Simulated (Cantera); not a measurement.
## Premixed flame

A freely propagating, adiabatic, planar premixed flame of 19.3 % H2, 16.9 % O2, 63.7 % N2, equivalence ratio 0.57, unburnt at 400 K and 2.00 bar; multicomponent transport, grid criteria slope 0.08 and curve 0.16, no radiation.

Model: the H2/O2 subset of GRI-Mech 3.0, which has no nitrogen chemistry, integrated in Cantera. Burning velocities carry a grid error of a few per cent, more on coarse grids. Lean hydrogen flames are cellular in practice and burn faster than this planar one.

```tsv
z (mm)	T (K)	u (m/s)	x H2	x O2	x H	x H2O	x OH	x H2O2
-0.547	400	0.993	0.192	0.170	<1e-8	3.80e-6	<1e-8	<1e-8
-0.365	401	0.990	0.189	0.170	<1e-8	4.19e-5	<1e-8	1.28e-7
-0.274	403	0.989	0.183	0.172	<1e-8	0.000195	<1e-8	6.78e-7
-0.182	417	1.01	0.167	0.174	<1e-8	0.00167	<1e-8	7.16e-6
-0.0912	592	1.37	0.118	0.174	1.91e-5	0.0241	3.60e-5	8.69e-5
-0.0456	904	2.05	0.0796	0.157	0.000780	0.0673	0.000488	7.82e-5
0	1232	2.78	0.0430	0.129	0.00330	0.122	0.00179	2.12e-5
0.0456	1453	3.28	0.0192	0.104	0.00470	0.163	0.00409	5.62e-6
0.0912	1580	3.56	0.00913	0.0921	0.00400	0.182	0.00566	3.12e-6
0.182	1698	3.82	0.00379	0.0861	0.00194	0.194	0.00599	1.61e-6
0.365	1772	3.97	0.00151	0.0849	0.000498	0.201	0.00445	8.00e-7
0.729	1804	4.04	0.000459	0.0850	8.13e-5	0.204	0.00260	3.76e-7
1.46	1815	4.06	0.000132	0.0852	1.30e-5	0.205	0.00145	1.76e-7
```
x: mole fraction of selected species; z is measured from the peak of heat release.

The laminar burning velocity is 99.4 cm/s, the thermal thickness comes out as 0.182 mm and the peak x(H) is 0.00471. The peak x(OH) comes out as 0.00614 and the peak x(H2O2) is 9.76e-5. The grid points comes out as 109.
